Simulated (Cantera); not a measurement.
A closed system holds: 1 mol TiO2, 0.013 mol HCl, 0.046 mol H2, held at 1475 K and 1000 Pa.

Cantera equilibrium calculation (NASA polynomials, part measured and part estimated; ideal gas, pure solids and liquids). Candidate condensed phases: H2O, Ti, TiCl2, TiCl3, TiCl4, TiO, TiO2, Ti2O3, Ti3O5, Ti4O7; 23 gas species. Mutual solubility and eutectic melting of coexisting phases are not modelled. Condensed phases not in the tables: Magnéli phases beyond Ti4O7. Equilibrium is a limit: real reactors are often held back by kinetics, nucleation or transport.

Base state: H2 0.769, HCl 0.220, H2O 0.0102, H 0.000114, Cl 2.64e-5 (mole fractions); condensed: TiO2(rutile) + Ti4O7(s).

Task: What changes in the equilibrium state with this change: temperature from 1475 K to 1548.15 K?

Result: 
| species | before | after |
|---|---|---|
| H2 | 0.769 | 0.762 |
| HCl | 0.220 | 0.220 |
| H2O | 0.0102 | 0.0172 |
| H | 0.000114 | 0.000269 |
| Cl | 2.64e-5 | 6.21e-5 |
| TiO2(rutile), mol | 0.998 | 0.996 |
| Ti4O7(s), mol | 0.000604 | 0.00102 |
